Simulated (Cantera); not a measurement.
A closed system holds: 1 mol CCl4, held at 2727 °C and 15.8 Torr.

These are equilibrium values from Cantera (NASA tables, ideal gas, pure condensed phases), not measurements of a reactor. Candidate condensed phases: C; 14 gas species. The tables' values for CCl are old estimates; treat these amounts as uncertain. Equilibrium is a limit: real reactors are often held back by kinetics, nucleation or transport.

Base state: Cl 0.981, C3 0.0149, C 0.00241, C2 0.00151, C5 0.000272, Cl2 0.000221, CCl 6.83e-5, C4 5.02e-5 (mole fractions); condensed: C(graphite).

### Question
What changes in the equilibrium state with this change: temperature from 2727 °C to 752 °C?

### Answer
```
species             before     after
----------------  --------  --------
Cl2               0.000221     0.996
Cl                   0.981   0.00385
CCl4                 <1e-9  0.000110
C3                  0.0149     <1e-9
C                  0.00241     <1e-9
C2                 0.00151     <1e-9
C5                0.000272     <1e-9
CCl                6.83e-5     <1e-9
C4                 5.02e-5     <1e-9
C(graphite), mol     0.789     1.000
```
Gases not in the tables: chlorinated aromatics.
